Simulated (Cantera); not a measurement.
A Cantera script and what it prints.

```python
import numpy as np
import cantera as ct

gas_names = """
    O2 CO2
""".split()
cond_names = """
    Ta(cr) Ta(L) Ta2O5(s) Ta2O5(L) C(gr) Ti(a) Ti(b) Ti(L) Ti4O7(s) Ti4O7(L)
""".split()


# ... load() reads the species with a 1 bar reference pressure and builds the phases ...
species = {s.name: s for s in load("nasa_gas.yaml", gas_names) + load("nasa_condensed.yaml", cond_names)}
# Each term lists the table entries of one substance; the one whose range holds T is used.
reactions = {
    '0.8 Ta + O2(g) = 0.4 Ta2O5':
        [(-0.8, ['Ta(cr)', 'Ta(L)']), (-1, ['O2']), (0.4, ['Ta2O5(s)', 'Ta2O5(L)'])],
    'C + O2(g) = CO2(g)':
        [(-1, ['C(gr)']), (-1, ['O2']), (1, ['CO2'])],
    '1.143 Ti + O2(g) = 0.2857 Ti4O7':
        [(-1.1428571428571428, ['Ti(a)', 'Ti(b)', 'Ti(L)']), (-1, ['O2']), (0.2857142857142857, ['Ti4O7(s)', 'Ti4O7(L)'])],
}


def pick(names, T):
    return next(species[n] for n in names if species[n].thermo.min_temp <= T <= species[n].thermo.max_temp)


results = []
for label, terms in reactions.items():
    print(label)
    print("     T/K   dH/kJ  dS/(J/K)   dG/kJ   log10 K")
    for T in [850, 1000, 1150, 1300, 1450, 1600, 1750, 1900, 2050, 2200, 2350]:
        used = [(nu, pick(names, T)) for nu, names in terms]
        dH = sum(nu * s.thermo.h(T) for nu, s in used) / 1e6
        dS = sum(nu * s.thermo.s(T) for nu, s in used) / 1e3
        dG = dH - T * dS / 1e3
        logK = -dG * 1e6 / (ct.gas_constant * T * np.log(10))
        results.append((label, T, dH, dS, dG, logK, [s.name for _, s in used]))
        print(f"{T:8g} {dH:8.1f} {dS:8.1f} {dG:8.1f} {logK:8.2f}")
```

Output:

```
0.8 Ta + O2(g) = 0.4 Ta2O5
     T/K   dH/kJ  dS/(J/K)   dG/kJ   log10 K
     850   -812.2   -170.3   -667.5    41.02
    1000   -810.0   -167.8   -642.1    33.54
    1150   -807.5   -165.6   -617.1    28.03
    1300   -805.1   -163.5   -592.5    23.80
    1450   -802.5   -161.7   -568.1    20.46
    1600   -800.0   -160.0   -543.9    17.76
    1750   -797.5   -158.5   -520.0    15.52
    1900   -794.9   -157.1   -496.4    13.65
    2050   -792.5   -155.9   -472.9    12.05
    2200   -739.5   -130.2   -453.0    10.76
    2350   -734.6   -128.1   -433.6     9.64
C + O2(g) = CO2(g)
     T/K   dH/kJ  dS/(J/K)   dG/kJ   log10 K
     850   -394.3      1.6   -395.6    24.31
    1000   -394.6      1.2   -395.9    20.68
    1150   -394.9      0.9   -396.0    17.99
    1300   -395.2      0.7   -396.1    15.92
    1450   -395.6      0.5   -396.2    14.27
    1600   -395.9      0.2   -396.3    12.94
    1750   -396.2      0.0   -396.3    11.83
    1900   -396.6     -0.1   -396.3    10.89
    2050   -397.0     -0.3   -396.3    10.10
    2200   -397.4     -0.5   -396.2     9.41
    2350   -397.8     -0.7   -396.1     8.80
1.143 Ti + O2(g) = 0.2857 Ti4O7
     T/K   dH/kJ  dS/(J/K)   dG/kJ   log10 K
     850   -966.7   -172.9   -819.7    50.37
    1000   -964.7   -170.9   -793.9    41.47
    1150   -963.7   -169.9   -768.4    34.90
    1300   -965.5   -171.6   -742.5    29.83
    1450   -963.2   -169.9   -716.9    25.82
    1600   -961.1   -168.5   -691.5    22.58
    1750   -959.5   -167.5   -666.3    19.89
    1900   -958.1   -166.8   -641.3    17.63
    2050   -908.6   -141.4   -618.7    15.76
    2200   -906.6   -140.5   -597.6    14.19
    2350   -904.6   -139.6   -576.6    12.82
```

Standard-state values (1 bar) from the NASA 1993 polynomials, evaluated with Cantera. Condensed species are held in their standard states even where they would react or evaporate.
